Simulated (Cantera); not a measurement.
Input (Python, Cantera) and output of one run.

```python
import numpy as np
import cantera as ct

gas_names = """
    AL ALCL ALCL2 ALCL3 ALN AL2 AL2CL6 CL CL2 N N2
""".split()
cond_names = """
    AL(cr) AL(L) ALCL3(s) ALCL3(L) ALN(s)
""".split()


# ... load() reads the species with a 1 bar reference pressure and builds the phases ...
atoms = {
    'Al': {'AL': 1},
    'Cl2': {'CL': 2},
    'N2': {'N': 2},
}
top_T = {'ALN(s)': 2750}  # K; cautious upper limits of use, not melting points


# ... equilibrate(T, P, feed) seeds the gas with the atoms and calls Mixture.equilibrate('TP', solver="vcs", rtol=1e-11, max_steps=5000) ...
results = []
feed = {'Al': 1, 'Cl2': 1.2, 'N2': 1.6}  # mol
P = 2800  # Pa
for T in [1125, 1175, 1225, 1275, 1325, 1375, 1425, 1475]:
    mix = equilibrate(T, P, feed)
    results.append((T, P, feed, dict(zip(mix.species_names, mix.species_moles))))
    x = sorted(zip(gas.X, gas.species_names), reverse=True)
    print(f"T = {T:g} K  P = {P:g} Pa  gas = {mix.phase_moles(0):.4g} mol")
    print("   x: " + "  ".join(f"{s} {v:.3e}" for v, s in x if v > 1e-06))
    print("   condensed (mol): " + ("  ".join(f"{mix.phase(i).name} {mix.phase_moles(i):.4g}"
          for i in range(1, mix.n_phases) if mix.phase_moles(i) > 1e-12) or "none"))
```

Output:

```
T = 1125 K  P = 2800 Pa  gas = 2.3 mol
   x: N2 6.522e-01  ALCL3 3.476e-01  AL2CL6 7.329e-05  ALCL2 6.820e-05
   condensed (mol): ALN(s) 0.1999
T = 1175 K  P = 2800 Pa  gas = 2.3 mol
   x: N2 6.522e-01  ALCL3 3.476e-01  ALCL2 1.772e-04  AL2CL6 4.390e-05  ALCL 3.398e-06
   condensed (mol): ALN(s) 0.1999
T = 1225 K  P = 2800 Pa  gas = 2.3 mol
   x: N2 6.521e-01  ALCL3 3.474e-01  ALCL2 4.252e-04  AL2CL6 2.749e-05  ALCL 1.451e-05
   condensed (mol): ALN(s) 0.1997
T = 1275 K  P = 2800 Pa  gas = 2.301 mol
   x: N2 6.520e-01  ALCL3 3.470e-01  ALCL2 9.504e-04  ALCL 5.513e-05  AL2CL6 1.789e-05
   condensed (mol): ALN(s) 0.1992
T = 1325 K  P = 2800 Pa  gas = 2.303 mol
   x: N2 6.518e-01  ALCL3 3.460e-01  ALCL2 1.994e-03  ALCL 1.890e-04  AL2CL6 1.202e-05  CL 2.124e-06
   condensed (mol): ALN(s) 0.1982
T = 1375 K  P = 2800 Pa  gas = 2.306 mol
   x: N2 6.514e-01  ALCL3 3.441e-01  ALCL2 3.953e-03  ALCL 5.905e-04  AL2CL6 8.290e-06  CL 4.323e-06
   condensed (mol): ALN(s) 0.1961
T = 1425 K  P = 2800 Pa  gas = 2.313 mol
   x: N2 6.504e-01  ALCL3 3.404e-01  ALCL2 7.431e-03  ALCL 1.698e-03  CL 8.361e-06  AL2CL6 5.817e-06
   condensed (mol): ALN(s) 0.1917
T = 1475 K  P = 2800 Pa  gas = 2.326 mol
   x: N2 6.486e-01  ALCL3 3.336e-01  ALCL2 1.328e-02  ALCL 4.524e-03  CL 1.542e-05  AL2CL6 4.105e-06
   condensed (mol): ALN(s) 0.1827
```

Equilibrium computed with Cantera from the NASA thermochemical tables; the gas is ideal and each condensed phase is pure. The tables' values for AlCl2 are old estimates; treat these amounts as uncertain.
